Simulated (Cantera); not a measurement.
An adiabatic, constant-pressure homogeneous reactor starts with CH4 : H2 : O2 : N2 : H2O = 1 : 0.038 : 1.35 : 5.06 : 0.34 (molar parts), equivalence ratio 1.5, at 1075 K and 5.00 bar. Integrator tolerance rtol = 1e-08.

Cantera simulation using GRI-Mech 3.0 (53 species, 325 reactions); the numbers are that mechanism's predictions, not measurements.

Q: What does this change do: pressure from 5.00 bar to 8.60 bar?

A: 
```tsv
quantity	before	after
time of steepest temperature rise	26.1 ms	13.0 ms
temperature at 3.00 s	2437 K	2442 K
equilibrium temperature	2437 K	2442 K
x(CH4) at 3.00 s	1.83e-11 (gas-phase equilibrium 2.08e-11)	5.33e-11 (gas-phase equilibrium 6.01e-11)
x(H2) at 3.00 s	0.0761 (gas-phase equilibrium 0.0761)	0.0762 (gas-phase equilibrium 0.0762)
x(O2) at 3.00 s	2.74e-5 (gas-phase equilibrium 2.74e-5)	1.68e-5 (gas-phase equilibrium 1.68e-5)
x(NO) at 3.00 s	0.000205 (gas-phase equilibrium 0.000205)	0.000162 (gas-phase equilibrium 0.000162)
x(NO2) at 3.00 s	4.97e-9 (gas-phase equilibrium 4.97e-9)	4.02e-9 (gas-phase equilibrium 4.02e-9)
x(C2H4) at 3.00 s	<1e-12 (gas-phase equilibrium <1e-12)	<1e-12 (gas-phase equilibrium <1e-12)
x(CH2) at 3.00 s	<1e-12 (gas-phase equilibrium <1e-12)	<1e-12 (gas-phase equilibrium 1.01e-12)
```

Q: What does this change do: constant volume in place of constant pressure?

A: 
```
quantity                                                              before                                      after
---------------------------------  -----------------------------------------  -----------------------------------------
time of steepest temperature rise                                    26.1 ms                                    24.6 ms
temperature at 3.00 s                                                 2437 K                                     2750 K
equilibrium temperature                                               2437 K                                     2750 K
x(CH4) at 3.00 s                   1.83e-11 (gas-phase equilibrium 2.08e-11)  4.15e-11 (gas-phase equilibrium 4.71e-11)
x(H2) at 3.00 s                        0.0761 (gas-phase equilibrium 0.0761)      0.0741 (gas-phase equilibrium 0.0741)
x(O2) at 3.00 s                      2.74e-5 (gas-phase equilibrium 2.74e-5)  0.000173 (gas-phase equilibrium 0.000173)
x(NO) at 3.00 s                    0.000205 (gas-phase equilibrium 0.000205)  0.000859 (gas-phase equilibrium 0.000859)
x(NO2) at 3.00 s                     4.97e-9 (gas-phase equilibrium 4.97e-9)    6.45e-8 (gas-phase equilibrium 6.45e-8)
x(C2H4) at 3.00 s                      <1e-12 (gas-phase equilibrium <1e-12)      <1e-12 (gas-phase equilibrium <1e-12)
x(CH2) at 3.00 s                       <1e-12 (gas-phase equilibrium <1e-12)  5.82e-12 (gas-phase equilibrium 6.34e-12)
```

Q: What does this change do: initial temperature 1075 to 1598 K?

A: 
```csv
quantity,before,after
time of steepest temperature rise,26.1 ms,0.152 ms
temperature at 3.00 s,2437 K,2802 K
equilibrium temperature,2437 K,2802 K
x(CH4) at 3.00 s,1.83e-11 (gas-phase equilibrium 2.08e-11),4.65e-12 (gas-phase equilibrium 5.38e-12)
x(H2) at 3.00 s,0.0761 (gas-phase equilibrium 0.0761),0.0743 (gas-phase equilibrium 0.0743)
x(O2) at 3.00 s,2.74e-5 (gas-phase equilibrium 2.74e-5),0.000678 (gas-phase equilibrium 0.000678)
x(NO) at 3.00 s,0.000205 (gas-phase equilibrium 0.000205),0.00182 (gas-phase equilibrium 0.00182)
x(NO2) at 3.00 s,4.97e-9 (gas-phase equilibrium 4.97e-9),1.55e-7 (gas-phase equilibrium 1.55e-7)
x(C2H4) at 3.00 s,<1e-12 (gas-phase equilibrium <1e-12),<1e-12 (gas-phase equilibrium <1e-12)
x(CH2) at 3.00 s,<1e-12 (gas-phase equilibrium <1e-12),2.71e-12 (gas-phase equilibrium 2.91e-12)
```
